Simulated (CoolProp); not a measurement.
Properties of nitrous oxide along the isobar 0.843 MPa (Tc = 309.5 K, pc = 7.245 MPa, ω = 0.161).

Values from CoolProp's reference Helmholtz-energy equation of state, Lemmon 2006. It is a short technical equation, of lower accuracy than the large ones.

| T (K) | phase | Z | cp (kJ/(kg K)) | cv (kJ/(kg K)) | speed of sound (m/s) | isothermal compressibility (1/MPa) | expansivity (1/kK) |
|---|---|---|---|---|---|---|---|
| 189.7 | liquid | 0.01933 | 1.721 | 0.9516 | 1106 | 0.001216 | 2.449 |
| 213.4 | liquid | 0.01830 | 1.765 | 0.9283 | 953.6 | 0.001829 | 2.863 |
| 237.2 | gas | 0.8968 | 1.013 | 0.7027 | 226.4 | 1.341 | 6.069 |
| 260.9 | gas | 0.9267 | 0.9471 | 0.6857 | 241.2 | 1.287 | 4.878 |
| 284.6 | gas | 0.9454 | 0.9356 | 0.6961 | 253.8 | 1.258 | 4.190 |
| 308.3 | gas | 0.9581 | 0.9401 | 0.7131 | 265.3 | 1.240 | 3.713 |
| 332.1 | gas | 0.9673 | 0.9508 | 0.7320 | 276.1 | 1.227 | 3.351 |
| 355.8 | gas | 0.9741 | 0.9641 | 0.7509 | 286.1 | 1.218 | 3.065 |
| 379.5 | gas | 0.9792 | 0.9786 | 0.7696 | 295.6 | 1.212 | 2.830 |
| 403.2 | gas | 0.9833 | 0.9936 | 0.7878 | 304.7 | 1.206 | 2.633 |
| 427 | gas | 0.9864 | 1.009 | 0.8054 | 313.5 | 1.203 | 2.463 |
| 450.7 | gas | 0.9890 | 1.024 | 0.8224 | 322.0 | 1.199 | 2.316 |
| 474.4 | gas | 0.9910 | 1.038 | 0.8387 | 330.1 | 1.197 | 2.187 |
